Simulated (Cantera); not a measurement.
A perfectly stirred reactor is fed with 3.14 % CH₄, 11.4 % O₂, 80.0 % N₂, 2.04 % H₂O, 3.45 % H₂, equivalence ratio 0.70, at 760 Torr; it is adiabatic with a 800 K inlet, and is followed from long to short residence time, starting on the burning branch (τ in s: 0.12, 0.042, 0.015, 0.005, 0.0017, 0.00059, 0.0002, 7e-05, 2.4e-05, 8.3e-06).

Computed with Cantera and GRI-Mech 3.0 (53 species, 325 reactions).

Predict: blow-out, bracketed by the residence times tried; x(CH₄) at τ = 0.120 s; x(O₂) at τ = 0.120 s; x(H₂O) at τ = 0.120 s; x(N₂O) at τ = 0.120 s; x(CH₄) at τ = 0.590 ms; x(O₂) at τ = 0.590 ms; x(H₂O) at τ = 0.590 ms; x(N₂O) at τ = 0.590 ms; x(C₂H₂) at τ = 0.590 ms.


- blow-out, bracketed by the residence times tried: burning at 0.200 ms, out at 70.0 µs
- x(CH₄) at τ = 0.120 s: 5.99e-6
- x(O₂) at τ = 0.120 s: 0.0347
- x(H₂O) at τ = 0.120 s: 0.119
- x(N₂O) at τ = 0.120 s: 3.94e-7
- x(CH₄) at τ = 0.590 ms: 0.000204
- x(O₂) at τ = 0.590 ms: 0.0387
- x(H₂O) at τ = 0.590 ms: 0.111
- x(N₂O) at τ = 0.590 ms: 2.11e-7
- x(C₂H₂) at τ = 0.590 ms: 1.80e-8
